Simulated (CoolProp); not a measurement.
Saturation properties of isobutene.

Values from CoolProp's reference Helmholtz-energy equation of state, Lemmon 2005. It is a short technical equation, of lower accuracy than the large ones.

```
T (K)   p (MPa)  liquid density (kg/m³)  vapour density (kg/m³)  enthalpy of vaporisation (kJ/kg)
-----  --------  ----------------------  ----------------------  --------------------------------
209.3  0.005337                   687.8                  0.1730                             441.3
224.4   0.01383                   672.0                  0.4204                             428.6
239.5   0.03119                   655.9                  0.8962                             415.7
254.6   0.06298                   639.4                   1.723                             402.3
269.8    0.1166                   622.3                   3.061                             388.1
284.9    0.1999                   604.6                   5.077                             373.1
300      0.3224                   586.1                   7.993                             356.8
315.1    0.4946                   566.4                   12.08                             339.0
```

It boils at 266.1 K under 1 atm.
